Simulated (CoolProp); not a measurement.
Saturation properties of sulfur dioxide.

The numbers come from the reference Helmholtz-energy equation of state, Gao 2016 in CoolProp.

| T (K) | p (bar) | liquid density (kg/m³) | vapour density (kg/m³) | enthalpy of vaporisation (kJ/kg) |
|---|---|---|---|---|
| 325.1 | 8.882 | 1287 | 23.89 | 326.6 |
| 334 | 11.27 | 1259 | 30.20 | 315.7 |
| 342.8 | 14.07 | 1229 | 37.71 | 304.1 |
| 351.6 | 17.36 | 1198 | 46.74 | 291.7 |
| 360.4 | 21.19 | 1165 | 57.58 | 278.4 |
| 369.3 | 25.66 | 1130 | 70.79 | 263.7 |
| 378.1 | 30.74 | 1091 | 86.63 | 247.7 |
| 386.9 | 36.54 | 1049 | 106.1 | 229.9 |
| 395.7 | 43.11 | 1002 | 130.3 | 209.7 |
| 404.6 | 50.63 | 946.4 | 162.0 | 185.7 |
| 413.4 | 59.02 | 879.3 | 205.1 | 156.5 |

It boils at 263.1 K under 1 atm.
